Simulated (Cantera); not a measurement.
Charge: 1 mol MgO, 2.4 mol SO2, 2.3 mol H2O, equilibrated at 3080 Torr.

These are equilibrium values from Cantera (NASA tables, ideal gas, pure condensed phases), not measurements of a reactor. Candidate condensed phases: H2O, H2SO4, Mg, MgO, Mg(OH)2, MgS, MgSO4, S; 26 gas species. Gases not in the tables: S3 to S7. Kinetics and transport are ignored.

log p: log10 of the partial pressure in bar; n: condensed amount in mol.

```tsv
T (K)	log p H2O	log p SO2	log p H2S	log p S2	log p S8	n MgSO4(s)	n MgO(s)
623	0.45	0.06	-1.27	-2.73	-1.17	1.00	0
698	0.43	0.07	-0.86	-1.86	-1.32	1.00	0
773	0.41	0.08	-0.61	-1.26	-1.82	1.00	0
848	0.40	0.08	-0.58	[?]	[?]	1.00	0
923	0.31	0.32	[?]	[?]	<-11	[?]	0.961
998	0.30	0.32	-4.70	-5.94	<-11	0.000236	1.000
1073	0.30	0.32	-6.89	-8.76	<-11	0	1.00
1148	0.30	0.32	-6.90	-8.67	<-11	0	1.00
1223	0.30	0.32	-6.91	-8.59	<-11	0	1.00
1298	0.30	0.32	-6.91	-8.53	<-11	0	1.00
1373	0.30	0.32	-6.91	-8.46	<-11	0	1.00
1448	0.30	0.32	-6.88	-8.37	<-11	0	1.00
1523	0.30	0.32	-6.80	-8.21	<-11	0	1.000
```

**Question.** Fill in the missing entries.

**Answer.** 
- 848, log p S2: -1.03
- 848, log p S8: -3.24
- 923, log p H2S: -2.13
- 923, log p S2: -2.65
- 923, n MgSO4(s): 0.0391
